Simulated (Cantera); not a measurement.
A perfectly stirred reactor is fed with 26.3 % H₂, 15.5 % O₂, 58.2 % N₂, at 1130 Torr; it is adiabatic with a 325 K inlet, and is followed from long to short residence time, starting on the burning branch (τ in s: 0.49, 0.22, 0.098, 0.044, 0.02, 0.0088, 0.004, 0.0018, 0.0008, 0.00036, 0.00016, 7.2e-05).

Computed with Cantera and GRI-Mech 3.0 (53 species, 325 reactions).

One state of this run: T (K) = 2254; x H₂ = 0.00350; x O₂ = 0.0260; x NO = 0.000855; x H₂O₂ = 2.47e-7; x OH = 0.00675. x: mole fraction; the columns are a selection and need not sum to one.

Question: Which value of τ (s) does it belong to?
(A) 0.020
(B) 0.0088
(C) 0.0018
(D) 0.098

Answer: A, 0.020
